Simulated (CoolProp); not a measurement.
Values from CoolProp's reference Helmholtz-energy equation of state, Thol 2016.

Task: For R1234ze(E), give the phase and the cp (kJ/(kg K)), Joule-Thomson coefficient (K/MPa), isothermal compressibility (1/MPa), viscosity (µPa s) at 146.85 °C and 10.9 MPa.

Result: 
- 146.85 °C and 10.9 MPa: supercritical; cp 1.73, Joule-Thomson coefficient 1.36, isothermal compressibility 0.0373, viscosity 67.6

Viscosity comes from a separate model (Bell 2016), an estimate that may be off by 10 % or more.
